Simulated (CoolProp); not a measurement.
Computed with CoolProp (reference Helmholtz-energy equation of state, Lemmon 2006). It is a short technical equation, of lower accuracy than the large ones.

### Question
Give the vapour pressure (bar), liquid density (kg/m³), vapour density (kg/m³), enthalpy of vaporisation (kJ/kg) of saturated carbon monoxide at 121.9, 125.5, 129.2 K.

### Answer
```json
[
 {"T (K)": "121.9", "p (bar)": "20.7", "liquid density (kg/m³)": "558", "vapour density (kg/m³)": "89.1", "enthalpy of vaporisation (kJ/kg)": "121"},
 {"T (K)": "125.5", "p (bar)": "24.8", "liquid density (kg/m³)": "521", "vapour density (kg/m³)": "114", "enthalpy of vaporisation (kJ/kg)": "104"},
 {"T (K)": "129.2", "p (bar)": "29.5", "liquid density (kg/m³)": "471", "vapour density (kg/m³)": "153", "enthalpy of vaporisation (kJ/kg)": "78.9"}
]
```
